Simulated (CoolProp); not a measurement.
The numbers come from the reference Helmholtz-energy equation of state, Thol 2019 in CoolProp.

Question: For tetradecamethylhexasiloxane (MD4M), give the phase and the Z, Joule-Thomson coefficient (K/MPa) at 83.25 °C and 0.603 MPa.

Answer: 
- 83.25 °C and 0.603 MPa: liquid; Z 0.112, Joule-Thomson coefficient -0.381
